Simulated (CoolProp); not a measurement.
Saturation properties of n-pentane.

The numbers come from the reference Helmholtz-energy equation of state, Thol 2019 in CoolProp.

```tsv
T (K)	p (kPa)	enthalpy of vaporisation (kJ/kg)	liquid conductivity (mW/(m K))
353	366.8	318.3	93.4
359.9	435.2	311.2	___
366.8	512.9	303.7	89.3
373.6	599.1	296.0	87.5
380.5	___	287.7	85.6
387.4	806.7	279.0	83.9
394.3	928.6	___	82.2
401.1	___	260.1	80.7
408	1211	249.6	79.2
414.9	1375	238.3	77.9
421.8	___	226.1	76.7
428.6	___	212.9	75.6
435.5	___	198.0	74.7
442.4	2200	181.2	74.1
```

### Question
Complete the blanks.

### Answer

- 359.9, liquid conductivity (mW/(m K)): 91.3
- 380.5, p (kPa): 697.2
- 394.3, enthalpy of vaporisation (kJ/kg): 269.8
- 401.1, p (kPa): 1062
- 421.8, p (kPa): 1555
- 428.6, p (kPa): 1749
- 435.5, p (kPa): 1964

It boils at 309.2 K under 1 atm.

Thermal conductivity comes from a separate model (Vassiliou 2015).
